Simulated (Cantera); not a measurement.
An adiabatic, constant-pressure homogeneous reactor starts with 12.8 % CH4, 0.629 % CO, 17.3 % O2, 65.1 % N2, 4.11 % H2O, equivalence ratio 1.5, at 1125 K and 1100000 Pa.

Model: GRI-Mech 3.0 (53 species, 325 reactions), integrated in Cantera.

**Question.** Predict: time of steepest temperature rise; temperature at 0.300 s; equilibrium temperature; x(CO) at 0.300 s; x(O2) at 0.300 s; x(H2O2) at 0.300 s; x(H2O) at 0.300 s.

**Answer.** 
```json
{
 "time_of_steepest_temperature_rise": "15.4 ms",
 "temperature at 0.300 s": "2486 K",
 "equilibrium_temperature": "2486 K",
 "x(CO) at 0.300 s": "0.0860 (gas-phase equilibrium 0.0860)",
 "x(O2) at 0.300 s": "2.11e-5 (gas-phase equilibrium 2.11e-5)",
 "x(H2O2) at 0.300 s": "2.08e-8 (gas-phase equilibrium 2.08e-8)",
 "x(H2O) at 0.300 s": "0.200 (gas-phase equilibrium 0.200)"
}
```
